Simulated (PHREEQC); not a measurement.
PHREEQC input (ion-association model, wateq4f.dat):

```
SOLUTION_SPECIES
  PO4-3 + 3H+ = H3PO4  # constants of phreeqc.dat
    -log_k 21.721
    -delta_h -10.1 kJ
SOLUTION 1
  temp 25
  units mol/kgw
  pH 7 charge
  F 0.016084
  Na 8.4e-05
  P 0.2
SOLUTION 2
  temp 25
  units mol/kgw
  pH 7 charge
  Cl 0.1106
  Cu(2) 0.055
  Na 0.0006
END
SELECTED_OUTPUT 1
  -reset false
  -pH true
  -pe true
  -ionic_strength true
  -water true
  -totals Cl Cu F Na P Cu(1) Cu(2)
  -molalities H+ Cl- Cu+2 F- Na+ PO4-3 HPO4-2 H2PO4- NaHPO4- O2
    OH- HF HF2- CuCl2- CuCl3-2 Cu+ CuCl+ CuCl2 CuCl3- CuCl4-2
    CuF+ CuOH+ Cu(OH)2 Cu(OH)3- Cu(OH)4-2 Cu2(OH)2+2 H2F2 NaF H3PO4
  -equilibrium_phases Tenorite Atacamite Cu3(PO4)2:3H2O Halite CuF2:2H2O
PRINT
  -reset false
MIX 1
  1 1
  2 0
EQUILIBRIUM_PHASES 1
  Tenorite 0 0
  Atacamite 0 0
  Cu3(PO4)2:3H2O 0 0
  Halite 0 0
  CuF2:2H2O 0 0
  O2(g) -0.68 10
END
# ... the last block is repeated for the other 10 points of share of solution B
```

Selected output (columns that matter, 11 of 11 rows; share of solution B added in front):

```
share of solution B	pH	mu	Cl	Cu	F	Na	P	m_H+	m_Cl-	m_Cu+2	m_Na+	m_H2PO4-	m_OH-	Atacamite
0	1.4713	0.039205	0	0	0.016084	8.4e-05	0.2	0.039121	0	0	8.3988e-05	0.038834	3.5656e-13	0
0.1	1.4954	0.054021	0.01106	0.0055	0.014476	0.0001356	0.18	0.037569	0.010984	0.0054086	0.00013558	0.037265	3.8691e-13	0
0.2	1.5229	0.068235	0.02212	0.011	0.012867	0.0001872	0.16	0.035667	0.021838	0.010691	0.00018718	0.035355	4.2077e-13	0
0.3	1.5546	0.081931	0.03318	0.0165	0.011259	0.0002388	0.14	0.033459	0.032582	0.015869	0.00023877	0.033142	4.604e-13	0
0.4	1.5917	0.095132	0.04424	0.022	0.0096504	0.0002904	0.12	0.030943	0.043229	0.020956	0.00029037	0.030628	5.0891e-13	0
0.5	1.6365	0.10783	0.0553	0.0275	0.008042	0.000342	0.1	0.028088	0.053789	0.025961	0.00034197	0.02778	5.7134e-13	0
0.6	1.6923	0.11996	0.06636	0.033	0.0064336	0.0003936	0.08	0.024829	0.064266	0.030889	0.00039357	0.024534	6.5703e-13	0
0.7	1.7661	0.13142	0.07742	0.0385	0.0048252	0.0004452	0.06	0.021044	0.074665	0.035746	0.00044517	0.020769	7.8636e-13	0
0.8	1.8737	0.14198	0.08848	0.044	0.0032168	0.0004968	0.04	0.01649	0.084987	0.040535	0.00049677	0.016247	1.0159e-12	0
0.9	2.0683	0.15102	0.09954	0.0495	0.0016084	0.0005484	0.02	0.010567	0.095228	0.045254	0.00054837	0.010376	1.6011e-12	0
1	3.989	0.15515	0.11056	0.054922	0	0.0006	0	0.00012701	0.10533	0.049823	0.0006	0	1.3382e-10	3.896e-05
```

Complexes and solids missing from the database can't appear. wateq4f.dat counts part of the HF as a dimer, H2F2, which phreeqc.dat doesn't know; its constant is uncertain. H3PO4, which wateq4f.dat lacks, is added to it with the constant of phreeqc.dat. The database has no phosphate complexes of Cu.
